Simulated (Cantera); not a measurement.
Input: 1 mol BCl3, 2 mol O2, held at 2473 K and 3.10 mbar.

Cantera equilibrium calculation (NASA polynomials, part measured and part estimated; ideal gas, pure solids and liquids). Candidate condensed phases: B, B2O3; 18 gas species. The tables' values for BOCl are old estimates; treat these amounts as uncertain. Rates play no part.

Base state: Cl 0.573, O2 0.177, O 0.0957, BO2 0.0918, B2O3 0.0386, BO 0.0175, BOCl 0.00678, ClO 0.000151 (mole fractions); condensed: gas only.

**Question.** What changes in the equilibrium state with this change: O2 from 2 to 3.9 mol?

**Answer.** 
| species | before | after |
|---|---|---|
| Cl | 0.573 | 0.405 |
| O2 | 0.177 | 0.346 |
| O | 0.0957 | 0.134 |
| B2O3 | 0.0386 | 0.0210 |
| BO | 0.0175 | 0.0109 |
| BO2 | 0.0918 | 0.0802 |
| B2O2 | 3.01e-5 | 1.18e-5 |
| BOCl | 0.00678 | 0.00300 |
